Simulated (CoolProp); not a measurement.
The fluid at 306.87 K and 0.0681 MPa is compressed adiabatically to 0.456 MPa with isentropic efficiency 0.9. The same conditions are run with several fluids, on thermodynamics alone (safety and materials aside).

Model: reference Helmholtz-energy equation of state of each fluid (C3F8 (R218): Lemmon 2006; R1224YDZ: Akasaka 2023; R142b: Lemmon 2006; methane: Setzmann 1991; R123: Younglove 1994), in CoolProp.

| fluid | work (kJ/kg) | final temperature (K) | final density (kg/m³) |
|---|---|---|---|
| C3F8 (R218) | ? | ? | 31.7 |
| R1224YDZ | 36.9 | 358.7 | ? |
| R142b | ? | 374.9 | 15.5 |
| methane | 416 | 473.3 | ? |
| R123 | ? | ? | ? |

Fill in the missing entries.


- C3F8 (R218), work (kJ/kg): 29.3
- C3F8 (R218), final temperature (K): 345.3
- R1224YDZ, final density (kg/m³): 25.1
- R142b, work (kJ/kg): 57.1
- methane, final density (kg/m³): 1.86
- R123, work (kJ/kg): 36.0
- R123, final temperature (K): 365.0
- R123, final density (kg/m³): 25.6
